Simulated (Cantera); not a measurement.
Feed: 1 mol Si, 1.2 mol HBr, 50 mol N2, at 29.0 Pa.

Cantera equilibrium calculation (NASA polynomials, part measured and part estimated; ideal gas, pure solids and liquids). Candidate condensed phases: Br2, Si, Si3N4; 28 gas species. N2 is the only nitrogen source here; it is nearly inert below about 1500 K, so the nitride shown seldom forms there in practice. The tables' values for SiBr, SiN, SiBr3 are old estimates; treat these amounts as uncertain. Rates play no part.

x: gas mole fraction; n: condensed amount in mol.

```json
[
 {"T (°C)": "475", "x N2": "0.977", "x HBr": "0.0217", "x Br": "3.31e-7", "x H2": "0.00103", "x SiBr2": "1.27e-10", "n Si3N4(s)": "0.325", "n Si(s)": "0", "n Si(l)": "0"},
 {"T (°C)": "550", "x N2": "0.977", "x HBr": "0.0218", "x Br": "3.11e-6", "x H2": "0.000979", "x SiBr2": "7.12e-9", "n Si3N4(s)": "0.325", "n Si(s)": "0", "n Si(l)": "0"},
 {"T (°C)": "625", "x N2": "0.977", "x HBr": "0.0219", "x Br": "…", "x H2": "0.000947", "x SiBr2": "…", "n Si3N4(s)": "0.325", "n Si(s)": "0", "n Si(l)": "0"},
 {"T (°C)": "700", "x N2": "0.977", "x HBr": "0.0219", "x Br": "9.74e-5", "x H2": "0.000935", "x SiBr2": "3.35e-6", "n Si3N4(s)": "0.326", "n Si(s)": "0", "n Si(l)": "0"},
 {"T (°C)": "775", "x N2": "0.976", "x HBr": "0.0218", "x Br": "0.000365", "x H2": "0.000972", "x SiBr2": "3.49e-5", "n Si3N4(s)": "0.326", "n Si(s)": "0", "n Si(l)": "0"},
 {"T (°C)": "850", "x N2": "0.976", "x HBr": "0.0213", "x Br": "0.00104", "x H2": "0.00119", "x SiBr2": "0.000215", "n Si3N4(s)": "0.326", "n Si(s)": "0", "n Si(l)": "0"},
 {"T (°C)": "925", "x N2": "0.975", "x HBr": "0.0199", "x Br": "0.00212", "x H2": "0.00192", "x SiBr2": "0.000702", "n Si3N4(s)": "0.320", "n Si(s)": "0", "n Si(l)": "0"},
 {"T (°C)": "1000", "x N2": "0.975", "x HBr": "0.0171", "x Br": "0.00346", "x H2": "0.00327", "x SiBr2": "0.00149", "n Si3N4(s)": "0.308", "n Si(s)": "0", "n Si(l)": "0"},
 {"T (°C)": "1075", "x N2": "0.974", "x HBr": "0.0136", "x Br": "0.00498", "x H2": "0.00501", "x SiBr2": "0.00250", "n Si3N4(s)": "0.291", "n Si(s)": "0", "n Si(l)": "0"},
 {"T (°C)": "1150", "x N2": "0.973", "x HBr": "0.0100", "x Br": "0.00651", "x H2": "0.00677", "x SiBr2": "0.00352", "n Si3N4(s)": "0.274", "n Si(s)": "0", "n Si(l)": "0"},
 {"T (°C)": "1225", "x N2": "0.972", "x HBr": "…", "x Br": "…", "x H2": "…", "x SiBr2": "…", "n Si3N4(s)": "0.259", "n Si(s)": "0", "n Si(l)": "0"},
 {"T (°C)": "1300", "x N2": "0.972", "x HBr": "0.00473", "x Br": "0.00905", "x H2": "0.00929", "x SiBr2": "0.00478", "n Si3N4(s)": "0.246", "n Si(s)": "0", "n Si(l)": "0"},
 {"T (°C)": "1375", "x N2": "0.970", "x HBr": "0.00361", "x Br": "0.0116", "x H2": "0.00957", "x SiBr2": "0.00378", "n Si3N4(s)": "0", "n Si(s)": "0.732", "n Si(l)": "0"},
 {"T (°C)": "1450", "x N2": "0.965", "x HBr": "0.00284", "x Br": "0.0149", "x H2": "0.00963", "x SiBr2": "0.00230", "n Si3N4(s)": "0", "n Si(s)": "0", "n Si(l)": "0.654"}
]
```

Fill in the missing entries.


- 1225, x HBr: 0.00701
- 1225, x Br: 0.00789
- 1225, x H2: 0.00824
- 1225, x SiBr2: 0.00431
- 625, x Br: 2.02e-5
- 625, x SiBr2: 2.02e-7
